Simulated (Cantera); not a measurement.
Input (Python, Cantera) and output of one run.

```python
import numpy as np
import cantera as ct

gas_names = """
    Si CL2 SiCL2
""".split()
cond_names = """

""".split()


# ... load() reads the species with a 1 bar reference pressure and builds the phases ...
species = {s.name: s for s in load("nasa_gas.yaml", gas_names) + load("nasa_condensed.yaml", cond_names)}
# Each term lists the table entries of one substance; the one whose range holds T is used.
reactions = {
    'Si(g) + Cl2(g) = SiCl2(g)':
        [(-1, ['Si']), (-1, ['CL2']), (1, ['SiCL2'])],
}


def pick(names, T):
    return next(species[n] for n in names if species[n].thermo.min_temp <= T <= species[n].thermo.max_temp)


results = []
for label, terms in reactions.items():
    print(label)
    print("     T/K   dH/kJ  dS/(J/K)   dG/kJ   log10 K")
    for T in [300, 2575, 2675, 2775, 2875, 2975]:
        used = [(nu, pick(names, T)) for nu, names in terms]
        dH = sum(nu * s.thermo.h(T) for nu, s in used) / 1e6
        dS = sum(nu * s.thermo.s(T) for nu, s in used) / 1e3
        dG = dH - T * dS / 1e3
        logK = -dG * 1e6 / (ct.gas_constant * T * np.log(10))
        results.append((label, T, dH, dS, dG, logK, [s.name for _, s in used]))
        print(f"{T:8g} {dH:8.1f} {dS:8.1f} {dG:8.1f} {logK:8.2f}")
```

It prints:

```
Si(g) + Cl2(g) = SiCl2(g)
     T/K   dH/kJ  dS/(J/K)   dG/kJ   log10 K
     300   -618.6   -109.8   -585.7   101.98
    2575   -623.2   -114.1   -329.4     6.68
    2675   -623.6   -114.2   -318.0     6.21
    2775   -624.1   -114.4   -306.6     5.77
    2875   -624.6   -114.6   -295.1     5.36
    2975   -625.2   -114.8   -283.6     4.98
```

Source: NASA polynomial tables (part measured, part estimated), evaluated in Cantera. Condensed species are held in their standard states even where they would react or evaporate.
